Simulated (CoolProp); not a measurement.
A simple Rankine cycle with carbonyl sulfide: condensing at 294.15 K, boiler at 2.98 MPa, turbine inlet 338.4 K, turbine efficiency 0.8, pump efficiency 0.6, no recuperator. Each further row changes one setting.

The numbers come from the reference Helmholtz-energy equation of state, Lemmon 2006 in CoolProp. It is a short technical equation, of lower accuracy than the large ones.

```
case                             thermal efficiency (%)  net work (kJ/kg)  heat in (kJ/kg)  turbine exit temperature (K)  volume ratio over the turbine
-------------------------------  ----------------------  ----------------  ---------------  ----------------------------  -----------------------------
as stated                                           8.4              21.3              253                         294.2                           2.50
turbine inlet 358.4 K                               8.8              24.2              276                         297.2                           2.35
condensing temperature 286.15 K                    10.0              26.3              264                         286.1                           3.04
boiler pressure 2.09 MPa                            5.8              15.7              272                         301.9                           1.69
turbine efficiency 0.7                              7.2              18.3              253                         294.2                           2.53
```

The expansion ends wet for: as stated; condensing temperature 286.15 K; turbine efficiency 0.7.
